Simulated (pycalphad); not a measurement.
Al-Fe solution, phase liquid, at 2100 K; mixing quantities and activities refer to the pure elements in the same phase at that temperature, stable or not.

CALPHAD calculation (pycalphad, COST 507 light-alloy database (1999)), 1 atm. These are 1990s assessments: newer ones move some temperatures and phases.

The enthalpy of mixing at x = 0.5 is -22.99 kJ/mol.

**Question.** Take a regular solution with Ω = 4 ΔH(0.5). How do its activities of Fe, and those of an ideal solution, compare with the assessed ones?

**Answer.** Ω = -92.0 kJ/mol, a = x exp[Ω(1 − x)²/RT].

```
x(Fe)  ideal   regular  assessed  assessed / regular
-----  -----  --------  --------  ------------------
0.02    0.02  0.000127   0.00207                  16
0.05    0.05  0.000431   0.00577                  13
0.1      0.1   0.00140    0.0138                 9.8
0.2      0.2   0.00687    0.0390                 5.7
0.3      0.3    0.0227    0.0815                 3.6
0.4      0.4    0.0600     0.148                 2.5
0.5      0.5     0.134     0.244                 1.8
0.6      0.6     0.258     0.373                 1.4
0.7      0.7     0.436     0.531                 1.2
0.8      0.8     0.648     0.705                 1.1
0.9      0.9     0.854     0.871                 1.0
0.95    0.95     0.938     0.942                 1.0
0.98    0.98     0.978     0.979                 1.0
```
The regular model is symmetric and has no excess entropy; the assessment has an excess entropy of -5.5 J/(mol K) at x = 0.5, and ΔH = -15.25 at x = 0.2 against -14.16 kJ/mol at 0.8.
